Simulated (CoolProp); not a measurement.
Normal hydrogen along the isotherm -205.55 °C: fugacity coefficient from the reference equation and from simpler models built on Tc = -240.0 °C, pc = 1296 kPa, ω = -0.219; each cubic takes its own stable root.

The numbers come from the reference Helmholtz-energy equation of state, Leachman 2009 in CoolProp.

```json
[
 {"p (kPa)": "162", "phase": "gas", "reference": "0.9954"},
 {"p (kPa)": "324", "phase": "gas", "reference": "0.9908"},
 {"p (kPa)": "486", "phase": "gas", "reference": "0.9863"},
 {"p (kPa)": "648", "phase": "gas", "reference": "0.9818"},
 {"p (kPa)": "810", "phase": "gas", "reference": "0.9774"},
 {"p (kPa)": "972", "phase": "gas", "reference": "0.9730"},
 {"p (kPa)": "1130", "phase": "gas", "reference": "0.9687"},
 {"p (kPa)": "1300", "phase": "supercritical", "reference": "0.9642"},
 {"p (kPa)": "1460", "phase": "supercritical", "reference": "0.9600"},
 {"p (kPa)": "1620", "phase": "supercritical", "reference": "0.9559"},
 {"p (kPa)": "1780", "phase": "supercritical", "reference": "0.9518"},
 {"p (kPa)": "1940", "phase": "supercritical", "reference": "0.9478"}
]
```

**Question.** How far does each simpler model (van der Waals, Soave-Redlich-Kwong) lie from the reference over these 12 states: mean and median of the absolute difference, and the worst?

**Answer.** 
- van der Waals: mean 0.2 %, median 0.2 %, worst -0.3 % at -205.55 °C and 1940 kPa
- Soave-Redlich-Kwong: mean 0.9 %, median 0.9 %, worst -1.6 % at -205.55 °C and 1940 kPa
